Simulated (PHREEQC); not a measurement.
**Sulfide liquor**

A solution holds 0.0315 mol/kgw H2S and 0.00087 mol/kgw NaCl, at 10 °C. Closed to the air; pH follows from the charge balance.

The numbers come from PHREEQC with the ion-association model, phreeqc.dat.

This is a speciation only: nothing precipitates in the calculation.

Predict the pH.

pH 4.33.

At this temperature some constants are extrapolated from 25 °C, and those without enthalpy data are left unchanged.
